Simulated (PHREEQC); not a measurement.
1 kg of water holding 17 mmol/kgw NaCl, 22 mmol/kgw KCl and 0.064 mmol/kgw CaSO4 is evaporated at 30 °C; the solids stay in contact with the brine. No CO2 enters from the air. Solids allowed: Arcanite, Glaserite, Glauberite, Gypsum, Anhydrite, Halite, Mirabilite, Misenite, Portlandite, Sylvite, Syngenite, Thenardite. Others were left out.

Equilibrium calculation in PHREEQC: Pitzer model, pitzer.dat.

```tsv
water left (kg)	ionic strength	water activity	Sylvite (mol)	Na in solution (mol/kgw)	Ca in solution (mol/kgw)	S in solution (mol/kgw)
1	0.0393	0.999	0	0.0170	6.40e-5	6.40e-5
0.5552	0.0707	0.998	0	0.0306	0.000115	0.000115
0.2533	0.155	0.995	0	0.0671	0.000253	0.000253
0.1407	0.279	0.991	0	0.121	0.000455	0.000455
0.06418	0.612	0.980	0	0.265	0.000997	0.000997
0.03564	1.10	0.965	0	0.477	0.00180	0.00180
0.01979	1.98	0.935	0	0.859	0.00323	0.00323
0.00903	4.35	0.851	0	1.88	0.00709	0.00709
0.005012	6.47	0.766	0.00682	3.39	0.0128	0.0128
```

Sylvite from water left = 0.006093 kg.
